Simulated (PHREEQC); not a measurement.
Make-up at 25 °C: 7.5 mmol/kgw AlCl3 and 63 mmol/kgw BaBr2. Closed to the air; pH follows from the charge balance.

All values are PHREEQC results (ion-association model, wateq4f.dat), not measurements.

```json
{
  "pH": "3.80",
  "ionic_strength": "0.234 mol/kgw"
}
```

```tsv
species	molality	activity	log γ
Br-	0.126	0.0933	-0.130
Ba+2	0.0630	0.0178	-0.550
Cl-	0.0225	0.0158	-0.155
Al+3	0.00730	0.000892	-0.913
H+	0.000198	0.000157	-0.101
AlOH+2	0.000191	5.62e-5	-0.531
Al(OH)2+	3.79e-6	2.79e-6	-0.133
Al(OH)3	2.47e-9	2.61e-9	0.023
```

No solid was allowed to form. The solution is supersaturated, for example in Gibbsite (slow to form), so a real one may precipitate; this is no full list. Species that the database lacks are ignored.
